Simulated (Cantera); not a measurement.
A perfectly stirred reactor is fed with NO : N₂ = 1 : 2.8 (molar parts), at 1.10 bar; it is held at 1725 K, and followed from long to short residence time.

Model: GRI-Mech 3.0 (53 species, 325 reactions), integrated in Cantera.

Problem. What does this change do: N2 2.8 to 20 parts?

Solution. 
```
quantity                 before    after
---------------------  --------  -------
x(NO) at τ = 23.0 s       0.132   0.0371
x(N₂) at τ = 23.0 s       0.802    0.958
x(NO₂) at τ = 23.0 s   0.000230  1.87e-5
x(O₂) at τ = 23.0 s      0.0652  0.00523
x(O) at τ = 23.0 s      1.44e-5  4.19e-6
x(NO) at τ = 51.0 ms      0.262   0.0476
x(N₂) at τ = 51.0 ms      0.737    0.952
x(NO₂) at τ = 51.0 ms   8.97e-5  6.07e-6
x(O₂) at τ = 51.0 ms   0.000396  1.15e-5
x(O) at τ = 51.0 ms     3.03e-6  1.09e-6
```
